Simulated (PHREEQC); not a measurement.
Dissolve 1.5 mol NaOH per kg of water at 25 °C. Closed to the air; pH follows from the charge balance.

The numbers come from PHREEQC with the ion-association model, phreeqc.dat.

```yaml
pH: 13.93
ionic_strength: 1.50 mol/kgw
activity_of_water: 0.949
density: 1.059 g/cm³
total_alkalinity: 1500 meq/kg
```

```
species  molality  activity   log γ
-------  --------  --------  ------
OH-          1.50     0.826  -0.259
Na+          1.50      1.16  -0.113
```

No solid was allowed to form. Caution: at this ionic strength the ion-association model is outside its range; a Pitzer model would be the better tool where its parameters exist.
